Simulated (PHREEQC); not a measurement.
Dissolve 0.0024 mol NaHCO3, 0.0081 mol H3BO3 and 0.016 mol LiCl per kg of water at 20 °C. Closed to the air; pH follows from the charge balance.

Model: ion-association model, wateq4f.dat, run in PHREEQC.

```json
{
 "pH": "7.49",
 "ionic_strength": "0.0184 mol/kgw",
 "total_alkalinity": "2.40 meq/kg"
}
```

| species | molality | activity | log γ |
|---|---|---|---|
| Cl- | 0.0160 | 0.0140 | -0.059 |
| Li+ | 0.0160 | 0.0141 | -0.054 |
| H3BO3 | 0.00795 | 0.00799 | 0.002 |
| Na+ | 0.00240 | 0.00210 | -0.057 |
| HCO3- | 0.00224 | 0.00197 | -0.055 |
| CO2 | 0.000153 | 0.000154 | 0.002 |
| H2BO3- | 0.000149 | 0.000129 | -0.062 |
| CO3-2 | 4.26e-6 | 2.56e-6 | -0.221 |
| NaHCO3 | 2.32e-6 | 2.33e-6 | 0.002 |
| OH- | 2.40e-7 | 2.09e-7 | -0.059 |
| NaCO3- | 8.82e-8 | 7.76e-8 | -0.055 |
| H+ | 3.63e-8 | 3.24e-8 | -0.049 |

Precipitation was switched off in this run.
